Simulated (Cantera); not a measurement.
**Stirred combustor or abatement burner**

A perfectly stirred reactor is fed with 12.0 % CH₄, 18.5 % O₂, 69.5 % N₂, equivalence ratio 1.3, at 0.730 bar; it is adiabatic with a 450 K inlet, and is followed from long to short residence time, starting on the burning branch (τ in s: 0.17, 0.066, 0.026, 0.01, 0.0039, 0.0015, 0.00058, 0.00023, 8.8e-05, 3.4e-05, 1.3e-05, 5.2e-06).

Computed with Cantera and GRI-Mech 3.0 (53 species, 325 reactions).

```tsv
τ (s)	T (K)	x CH₄	x O₂	x NO₂	x H₂O₂	x HO₂
0.17	2148	1.43e-5	0.000114	3.45e-9	7.02e-9	3.24e-8
0.066	2139	2.11e-5	0.000209	4.20e-9	1.14e-8	6.21e-8
0.026	2127	3.16e-5	0.000382	4.84e-9	1.82e-8	1.17e-7
0.010	2110	5.18e-5	0.000700	5.29e-9	2.81e-8	2.16e-7
0.0039	2089	9.32e-5	0.00124	5.45e-9	4.09e-8	3.82e-7
0.0015	2062	0.000190	0.00221	5.23e-9	5.74e-8	6.85e-7
0.00058	2029	0.000441	0.00414	4.62e-9	8.09e-8	1.39e-6
0.00023	1973	0.00124	0.00902	3.66e-9	1.38e-7	4.10e-6
8.8e-5	450	0.120	0.185	<1e-12	<1e-12	<1e-12
3.4e-5	450	0.120	0.185	<1e-12	<1e-12	<1e-12
1.3e-5	450	0.120	0.185	<1e-12	<1e-12	<1e-12
5.2e-6	450	0.120	0.185	<1e-12	<1e-12	<1e-12
```
x: mole fraction; the columns are a selection and need not sum to one.
